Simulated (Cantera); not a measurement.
Input (Python, Cantera):

```python
import numpy as np
import cantera as ct

surf = ct.Interface("diamond.yaml", "diamond_100")
gas, bulk = surf.adjacent["gas"], surf.adjacent["diamond"]
k = surf.kinetics_species_index(bulk.species_names[0])
cover = ["c6HH", "c6H*", "c6*H", "c6**", "c6HM", "c6B"]

rows, drift = [], 0.0
print(f"{'P':>10s}{'um/h':>11s}" + "".join(f"{s:>11s}" for s in cover))
for v in [540, 980, 1800, 3200, 5800, 11000, 19000, 35000]:
    T, P, xH, xCH3 = 1400, v, 0.00097, 0.00031
    gas.TPX = T, P, {"H": xH, "CH3": xCH3, "CH4": 0.018, "H2": 1 - xH - xCH3 - 0.018}
    surf.TP = bulk.TP = T, P
    surf.coverages = "c6H*:0.1, c6HH:0.9"
    surf.advance_coverages(100.0)
    before = surf.coverages
    surf.advance_coverages(100.0)
    drift = max(drift, np.max(np.abs(surf.coverages - before) / (surf.coverages + 1e-9)))
    rate = surf.net_production_rates[k] * bulk.mean_molecular_weight / bulk.density * 3.6e9
    rows.append([rate, *surf[cover].coverages])
    print(f"{v:10.4g}{rate:11.4e}" + "".join(f"{x:11.3e}" for x in rows[-1][1:]))
```

Output:

```
         P       um/h       c6HH       c6H*       c6*H       c6**       c6HM        c6B
       540 1.5153e-02  4.064e-01  5.523e-02  5.055e-01  3.258e-02  7.577e-06  4.112e-11
       980 4.6970e-02  4.077e-01  5.510e-02  5.044e-01  3.237e-02  1.399e-05  1.275e-10
      1800 1.4352e-01  4.084e-01  5.502e-02  5.036e-01  3.218e-02  2.643e-05  3.894e-10
      3200 3.9203e-01  4.087e-01  5.497e-02  5.031e-01  3.199e-02  4.878e-05  1.064e-09
      5800 1.0335e+00  4.089e-01  5.493e-02  5.027e-01  3.178e-02  9.248e-05  2.804e-09
   1.1e+04 2.6929e+00  4.089e-01  5.489e-02  5.023e-01  3.155e-02  1.838e-04  7.307e-09
   1.9e+04 5.7415e+00  4.088e-01  5.487e-02  5.019e-01  3.138e-02  3.276e-04  1.558e-08
   3.5e+04 1.2855e+01  4.086e-01  5.484e-02  5.014e-01  3.123e-02  6.158e-04  3.488e-08
```

Model: the Harris–Goodwin 1993 mechanism for the reconstructed diamond (100) surface, integrated in Cantera.
